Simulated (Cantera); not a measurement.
## Premixed flame

A freely propagating, adiabatic, planar premixed flame of 27.1 % H2, 14.6 % O2, 58.3 % N2, equivalence ratio 0.93, unburnt at 523 K and 12000 Pa; mixture-averaged transport, grid criteria slope 0.08 and curve 0.16, no radiation.

Computed with Cantera and the H2/O2 subset of GRI-Mech 3.0, which has no nitrogen chemistry. Burning velocities carry a grid error of a few per cent, more on coarse grids.

```tsv
z (mm)	T (K)	u (m/s)	x H2	x O2	x OH	x H2O2	x HO2	x H
-21.9	523	4.20	0.271	0.146	<1e-8	<1e-8	<1e-8	<1e-8
-14.6	523	4.20	0.271	0.146	<1e-8	<1e-8	<1e-8	<1e-8
-11.0	523	4.20	0.271	0.146	<1e-8	<1e-8	<1e-8	<1e-8
-7.31	523	4.20	0.271	0.146	<1e-8	<1e-8	7.96e-8	1.62e-8
-3.66	528	4.24	0.270	0.146	1.96e-5	8.68e-7	5.65e-5	0.000120
-1.83	659	5.23	0.249	0.143	0.000340	1.97e-6	3.91e-5	0.00613
0	1063	8.16	0.126	0.1000	0.00257	6.01e-7	1.46e-5	0.0541
1.83	1342	10.2	0.0421	0.0456	0.00716	7.94e-7	5.82e-6	0.0757
3.66	1462	11.0	0.0380	0.0391	0.00941	6.35e-7	4.28e-6	0.0673
7.31	1598	11.9	0.0388	0.0358	0.0119	3.89e-7	3.28e-6	0.0545
14.6	1747	12.9	0.0383	0.0323	0.0143	2.05e-7	2.46e-6	0.0414
29.3	1900	13.9	0.0357	0.0287	0.0160	1.08e-7	1.80e-6	0.0292
58.5	2047	14.8	0.0312	0.0250	0.0165	6.40e-8	1.35e-6	0.0189
```
x: mole fraction of selected species; z is measured from the peak of heat release.

```yaml
laminar_burning_velocity: 420 cm/s
thermal_thickness: 7.31 mm
peak x(OH): 0.0165
peak x(H2O2): 2.38e-6
peak x(HO2): 6.15e-5
peak x(H): 0.0762
```
